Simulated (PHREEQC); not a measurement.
# Leach liquor (model solution)

A solution holds 0.0069 mol HCl and 0.032 mol LiCl per kg of water, at 75 °C. It is in equilibrium with CO2 at log p = -3.4 (atm). Otherwise closed; pH follows from the charge balance.

All values are PHREEQC results (ion-association model, phreeqc.dat), not measurements.

No solid was allowed to form.

Predict the pH, specific conductance.

pH 2.23; specific conductance 13600 µS/cm.

At this temperature some constants are extrapolated from 25 °C, and those without enthalpy data are left unchanged.
